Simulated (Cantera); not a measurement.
An isothermal, constant-pressure homogeneous reactor starts with CH4 : CO2 = 1 : 2.9 (molar parts), at 1300 K and 1350 Torr.

Model: GRI-Mech 3.0 (53 species, 325 reactions), integrated in Cantera.

x: mole fraction; the columns are a selection and need not sum to one.

| t (s) | x CH4 | x CO2 | x CO | x CH2CO | x H2O | x O2 |
|---|---|---|---|---|---|---|
| 0.000300 | 0.256 | 0.744 | 9.34e-9 | <1e-12 | 9.32e-9 | <1e-12 |
| 0.00103 | 0.256 | 0.744 | 3.29e-8 | <1e-12 | 3.25e-8 | <1e-12 |
| 0.00354 | 0.256 | 0.744 | 1.22e-7 | <1e-12 | 1.16e-7 | <1e-12 |
| 0.0122 | 0.256 | 0.744 | 4.48e-7 | <1e-12 | 4.20e-7 | <1e-12 |
| 0.0418 | 0.256 | 0.744 | 1.78e-6 | 1.39e-12 | 1.63e-6 | <1e-12 |
| 0.144 | 0.256 | 0.744 | 9.67e-6 | 2.57e-11 | 8.57e-6 | <1e-12 |
| 0.493 | 0.254 | 0.743 | ? | 6.74e-10 | ? | <1e-12 |
| 1.69 | 0.249 | 0.739 | ? | ? | ? | <1e-12 |
| 5.82 | 0.231 | 0.720 | 0.00969 | 3.29e-7 | 0.00956 | <1e-12 |
| 20.0 | 0.183 | 0.646 | 0.0572 | 3.25e-6 | 0.0562 | <1e-12 |

Task: Fill in the missing entries.

Result: 
- 0.493, x CO: 8.87e-5
- 0.493, x H2O: 8.11e-5
- 1.69, x CO: 0.00102
- 1.69, x CH2CO: 2.03e-8
- 1.69, x H2O: 0.000983
